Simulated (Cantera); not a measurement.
Cantera run, input and output.

```python
import numpy as np
import cantera as ct

gas = ct.Solution("gri30.yaml")


def delay(T, t_max=10):
    gas.TPX = T, 2000000, {'CH4': 1, 'O2': 2.02, 'N2': 13.3}
    reactor = ct.IdealGasConstPressureReactor(gas, clone=False)
    net = ct.ReactorNet([reactor])
    net.rtol, net.atol = 1e-8, 1e-16
    while net.time < t_max:
        t_old, T_old = net.time, reactor.T
        net.step()
        if reactor.T > T + 400:  # ignition: a rise of 400 K
            return t_old + (T + 400 - T_old) / (reactor.T - T_old) * (net.time - t_old)
    return np.nan


taus = []
for T in [1150, 1225, 1300, 1375, 1450, 1525, 1600, 1675, 1750]:
    taus.append(delay(T))
    print(f"T0 = {T:6g} K   tau = {taus[-1]:.4e} s")
```

It prints:

```
T0 =   1150 K   tau = 6.5905e-03 s
T0 =   1225 K   tau = 2.6925e-03 s
T0 =   1300 K   tau = 1.1947e-03 s
T0 =   1375 K   tau = 5.6073e-04 s
T0 =   1450 K   tau = 2.7402e-04 s
T0 =   1525 K   tau = 1.3812e-04 s
T0 =   1600 K   tau = 7.1574e-05 s
T0 =   1675 K   tau = 3.8237e-05 s
T0 =   1750 K   tau = 2.1193e-05 s
```

Cantera simulation using GRI-Mech 3.0 (53 species, 325 reactions); the numbers are that mechanism's predictions, not measurements. The pressure lies above the range GRI-Mech 3.0 was tuned for (to about 10 atm).
